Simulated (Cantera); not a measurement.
Feed: 1 mol KCl, 11 mol H₂, 0.081 mol HCl, equilibrated at 80.0 Pa.

Equilibrium computed with Cantera from the NASA thermochemical tables; the gas is ideal and each condensed phase is pure. Candidate condensed phases: K, KCl; 10 gas species. Rates play no part.

**Question.** What share of the K ends up in condensed phases as a function of T (°C), at 402, 502, 602, 702, 802, 902, 1002?

**Answer.** 
| T (°C) | K condensed (%) | as |
|---|---|---|
| 402 | 100.0 | KCl(s) |
| 502 | 99.8 | KCl(s) |
| 602 | 92.4 | KCl(s) |
| 702 | 0.0 | - |
| 802 | 0.0 | - |
| 902 | 0.0 | - |
| 1002 | 0.0 | - |
